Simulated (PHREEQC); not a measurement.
**Brine (model solution)**

Make-up at 25 °C: 3.1 mol NaOH, 0.22 mol K2SO4 and 0.4 mol LiCl per kg of water. Closed to the air; pH follows from the charge balance.

Equilibrium calculation in PHREEQC: Pitzer model, pitzer.dat.

No solid was allowed to form.

### Question
Estimate the pH, osmotic coefficient, density.

### Answer
pH 14.47; osmotic coefficient 1.084; density 1.144 g/cm³.

In brines, pH and single-ion activities rest on the MacInnes convention.
